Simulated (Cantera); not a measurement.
Feed: 1 mol CH3SiCl3, 2.5 mol H2, equilibrated at 2500 K and 0.380 bar.

Method: chemical equilibrium by Gibbs-energy minimisation in Cantera with the NASA 1993 tables (ideal gas, pure condensed phases). Candidate condensed phases: C, C6H6, C7H8, C8H18, Si, SiC; 109 gas species. The feed counts by its element totals alone. The tables' values for SiCl, SiCl3 are old estimates; treat these amounts as uncertain. Gases not in the tables: Si2H6 and higher silanes. Rates play no part.

Base state: H2 0.514, HCl 0.345, SiCl2 0.0818, H 0.0293, Cl 0.0139, C2H2 (acetylene) 0.00556, SiCl 0.00382, Si 0.00299 (mole fractions); condensed: C(graphite) + SiC(s).

### Question
What changes in the equilibrium state with this change: CH3SiCl3 replaced by SiH2Cl2?

### Answer
| species | before | after |
|---|---|---|
| H2 | 0.514 | 0.627 |
| HCl | 0.345 | 0.207 |
| SiCl2 | 0.0818 | 0.101 |
| Si | 0.00299 | 0.0125 |
| Cl | 0.0139 | 0.00754 |
| H | 0.0293 | 0.0323 |
| C2H2 (acetylene) | 0.00556 | 0 |
| SiC2 | 0.000776 | 0 |
| C(graphite), mol | 0.445 | 0 |
| SiC(s), mol | 0.479 | 0 |
| Si(l), mol | 0 | 0.411 |

### Question
What changes in the equilibrium state with this change: pressure from 0.380 bar to 0.260 bar?

### Answer
```json
[
 {"species": "H2", "before": "0.514", "after": "0.509"},
 {"species": "HCl", "before": "0.345", "after": "0.341"},
 {"species": "SiCl2", "before": "0.0818", "after": "0.0807"},
 {"species": "H", "before": "0.0293", "after": "0.0352"},
 {"species": "Cl", "before": "0.0139", "after": "0.0167"},
 {"species": "SiCl4", "before": "1.47e-5", "after": "9.78e-6"},
 {"species": "SiHCl3", "before": "1.88e-5", "after": "1.26e-5"},
 {"species": "CH4", "before": "1.51e-5", "after": "1.01e-5"},
 {"species": "C(graphite), mol", "before": "0.445", "after": "0.453"},
 {"species": "SiC(s), mol", "before": "0.479", "after": "0.466"}
]
```
